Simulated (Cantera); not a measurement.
**Pyrogenic steam for wet oxidation**

A perfectly stirred reactor is fed with 10.4 % H2, 7.46 % O2, 82.1 % N2, at 0.730 bar; it is held at 1025 K, and followed from long to short residence time.

Computed with Cantera and the H2/O2 subset of GRI-Mech 3.0, which has no nitrogen chemistry. The temperature is held fixed by assumption; the heat of reaction is taken as removed at once.

```json
[
 {"τ (s)": "12", "x H2": "0.000452", "x O2": "0.0238", "x H": "2.71e-7", "x O": "5.71e-7", "x HO2": "6.55e-6", "x H2O2": "2.03e-6", "x H2O": "0.110"},
 {"τ (s)": "2.9", "x H2": "0.000912", "x O2": "0.0241", "x H": "1.05e-6", "x O": "1.74e-6", "x HO2": "1.01e-5", "x H2O2": "3.80e-6", "x H2O": "0.109"},
 {"τ (s)": "0.71", "x H2": "0.00153", "x O2": "0.0244", "x H": "4.09e-6", "x O": "5.31e-6", "x HO2": "1.33e-5", "x H2O2": "4.02e-6", "x H2O": "0.109"},
 {"τ (s)": "0.17", "x H2": "0.00247", "x O2": "0.0248", "x H": "1.65e-5", "x O": "1.61e-5", "x HO2": "1.61e-5", "x H2O2": "2.84e-6", "x H2O": "0.108"},
 {"τ (s)": "0.043", "x H2": "0.00419", "x O2": "0.0256", "x H": "6.23e-5", "x O": "4.25e-5", "x HO2": "1.89e-5", "x H2O2": "1.99e-6", "x H2O": "0.106"},
 {"τ (s)": "0.010", "x H2": "0.00788", "x O2": "0.0274", "x H": "0.000243", "x O": "0.000107", "x HO2": "2.21e-5", "x H2O2": "1.64e-6", "x H2O": "0.102"},
 {"τ (s)": "0.0026", "x H2": "0.0145", "x O2": "0.0307", "x H": "0.000790", "x O": "0.000231", "x HO2": "2.54e-5", "x H2O2": "1.62e-6", "x H2O": "0.0943"},
 {"τ (s)": "0.00063", "x H2": "0.0275", "x O2": "0.0372", "x H": "0.00236", "x O": "0.000476", "x HO2": "2.95e-5", "x H2O2": "1.68e-6", "x H2O": "0.0796"},
 {"τ (s)": "0.00015", "x H2": "0.0508", "x O2": "0.0490", "x H": "0.00533", "x O": "0.000833", "x HO2": "3.37e-5", "x H2O2": "1.56e-6", "x H2O": "0.0532"}
]
```
x: mole fraction; the columns are a selection and need not sum to one.
